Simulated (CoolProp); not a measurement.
Values from CoolProp's reference Helmholtz-energy equation of state, Gao 2016.

For sulfur dioxide, give the phase and the Z, cp (kJ/(kg K)), cv (kJ/(kg K)), isothermal compressibility (1/MPa) at 322.4 K and 12.3 MPa.


- 322.4 K and 12.3 MPa: liquid; Z 0.222, cp 1.39, cv 0.798, isothermal compressibility 0.00181
